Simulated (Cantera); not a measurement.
A perfectly stirred reactor is fed with 84.7 % NO, 15.3 % N2, at 1350 Torr; it is held at 1673 K, and followed from long to short residence time.

Cantera simulation using GRI-Mech 3.0 (53 species, 325 reactions); the numbers are that mechanism's predictions, not measurements.

Question: Predict: x(NO) at τ = 9.20 s; x(N2O) at τ = 9.20 s; x(O) at τ = 9.20 s; x(O2) at τ = 9.20 s; x(N2) at τ = 9.20 s; x(NO) at τ = 0.300 s; x(N2O) at τ = 0.300 s; x(O) at τ = 0.300 s; x(O2) at τ = 0.300 s; x(N2) at τ = 0.300 s.

Answer: 
```
Property                  Value
---------------------  --------
x(NO) at τ = 9.20 s       0.419
x(N2O) at τ = 9.20 s    6.84e-5
x(O) at τ = 9.20 s      1.17e-5
x(O2) at τ = 9.20 s       0.212
x(N2) at τ = 9.20 s       0.366
x(NO) at τ = 0.300 s      0.799
x(N2O) at τ = 0.300 s  0.000252
x(O) at τ = 0.300 s     4.44e-6
x(O2) at τ = 0.300 s     0.0230
x(N2) at τ = 0.300 s      0.176
```
